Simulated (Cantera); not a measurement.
Cantera run:

```python
import numpy as np
import cantera as ct

gas_names = """
    CL CL2 H HCL H2 Si SiCL SiCL2 SiCL3 SiCL4 SiH SiHCL3 SiH2 SiH2CL2 SiH3 SiH3CL SiH4 Si2 Si3
""".split()
cond_names = """
    Si(cr) Si(L)
""".split()


# ... load() reads the species with a 1 bar reference pressure and builds the phases ...
atoms = {
    'Si2Cl6': {'Si': 2, 'CL': 6},
    'Cl2': {'CL': 2},
    'H2': {'H': 2},
}
top_T = {}  # K; cautious upper limits of use, not melting points


# ... equilibrate(T, P, feed) seeds the gas with the atoms and calls Mixture.equilibrate('TP', solver="vcs", rtol=1e-11, max_steps=5000) ...
results = []
T = 1173  # K
P = 1000  # Pa
for m in [49, 140, 240, 330, 430, 520, 610, 710, 800, 900]:
    feed = {'Si2Cl6': 1, 'Cl2': 0.0095, 'H2': m}  # mol
    mix = equilibrate(T, P, feed)
    results.append((T, P, feed, dict(zip(mix.species_names, mix.species_moles))))

top = {s: max(r[3][s] / sum(r[3][g] for g in gas_names) for r in results) for s in gas_names}
cols = sorted((s for s in top if top[s] > 1e-05), key=lambda s: -top[s])[:7]
seen = [c for c in cond_names if any(r[3].get(c, 0) > 1e-12 for r in results)]
print("log10 of partial pressures in bar; condensed amounts in mol")
print(f"{'n(H2)':>10s}" + "".join(f"{s[:9]:>10s}" for s in cols + seen))
for T, P, feed, n in results:
    ng = sum(n[g] for g in gas_names)
    print(f"{feed['H2']:10.4g}" + "".join(f"{np.log10(max(n[s] / ng * P / 1e5, 1e-99)):10.3f}" for s in cols)
          + "".join(f"{n.get(c, 0):10.4g}" for c in seen))
```

It prints:

```
log10 of partial pressures in bar; condensed amounts in mol
     n(H2)        H2       HCL     SiCL2     SiCL4     SiCL3    SiHCL3   SiH2CL2    Si(cr)
        49    -2.037    -3.207    -4.020    -4.249    -4.631    -4.712    -6.067     0.992
       140    -2.016    -3.478    -4.582    -5.374    -5.475    -5.545    -6.609     1.473
       240    -2.010    -3.663    -4.958    -6.126    -6.039    -6.106    -6.979      1.67
       330    -2.008    -3.783    -5.201    -6.612    -6.403    -6.469    -7.219     1.756
       430    -2.006    -3.887    -5.411    -7.031    -6.718    -6.783    -7.427     1.811
       520    -2.005    -3.963    -5.565    -7.339    -6.949    -7.013    -7.580     1.843
       610    -2.004    -4.029    -5.696    -7.601    -7.146    -7.210    -7.710     1.866
       710    -2.004    -4.091    -5.822    -7.853    -7.334    -7.398    -7.836     1.884
       800    -2.003    -4.141    -5.921    -8.052    -7.484    -7.547    -7.935     1.897
       900    -2.003    -4.190    -6.020    -8.249    -7.632    -7.695    -8.033     1.908
```

These are equilibrium values from Cantera (NASA tables, ideal gas, pure condensed phases), not measurements of a reactor. The feed counts by its element totals alone. The tables' values for SiCl3 are old estimates; treat these amounts as uncertain.
